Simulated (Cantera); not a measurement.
An isothermal, constant-pressure homogeneous reactor starts with 34.8 % CH4, 41.8 % H2O, 23.3 % H2, at 1525 K and 500000 Pa.

Cantera simulation using GRI-Mech 3.0 (53 species, 325 reactions); the numbers are that mechanism's predictions, not measurements.

Q: Predict: x(CH4) at 6.00 s; x(H2O) at 6.00 s; x(H2) at 6.00 s; x(C2H6) at 6.00 s.

A: 
```json
{
  "x(CH4) at 6.00 s": "0.141 (gas-phase equilibrium 0.000187)",
  "x(H2O) at 6.00 s": "0.224 (gas-phase equilibrium 0.0376)",
  "x(H2) at 6.00 s": "0.523 (gas-phase equilibrium 0.757)",
  "x(C2H6) at 6.00 s": "0.000140 (gas-phase equilibrium 1.72e-10)"
}
```
